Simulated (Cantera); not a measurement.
Input: 1 mol FeS, 1 mol O2, 0.24 mol CO2, equilibrated at 1350 K and 22.0 mbar.

Cantera equilibrium calculation (NASA polynomials, part measured and part estimated; ideal gas, pure solids and liquids). Candidate condensed phases: C, Fe, Fe(CO)5, FeO, FeS, FeSO4, FeS2, Fe2O3, Fe2(SO4)3, Fe3O4, S; 25 gas species. Metal and sulfide melt together well below either melting point, which pure phases cannot show. Mutual solubility and eutectic melting of coexisting phases are not modelled. The tables' stoichiometric FeO is somewhat more stable than real wüstite, so its field is too wide. FeO, FeS: taken at fixed stoichiometry. Rates play no part.

Base state: SO2 0.588, CO2 0.225, S2 0.156, CO 0.0235, S2O 0.00379, SO 0.00365, COS 0.000363, S 1.57e-5 (mole fractions); condensed: FeO(s) + FeS(s).

**Question.** What changes in the equilibrium state with this change: FeS replaced by MgO?

**Answer.** 
```tsv
species	before	after
O2	<1e-9	0.806
CO2	0.225	0.194
CO	0.0235	5.83e-7
SO2	0.588	0
S2	0.156	0
S2O	0.00379	0
SO	0.00365	0
COS	0.000363	0
FeO(s), mol	0.880	0
FeS(s), mol	0.120	0
MgO(s), mol	0	1.00
```
Further candidate phases: Mg, MgCO3, MgO.

**Question.** What changes in the equilibrium state with this change: FeS replaced by MgCO3?

**Answer.** 
| species | before | after |
|---|---|---|
| CO2 | 0.225 | 0.554 |
| O2 | <1e-9 | 0.446 |
| CO | 0.0235 | 2.24e-6 |
| SO2 | 0.588 | 0 |
| S2 | 0.156 | 0 |
| S2O | 0.00379 | 0 |
| SO | 0.00365 | 0 |
| FeO(s), mol | 0.880 | 0 |
| FeS(s), mol | 0.120 | 0 |
| MgO(s), mol | 0 | 1.00 |
Further candidate phases: Mg, MgCO3, MgO.
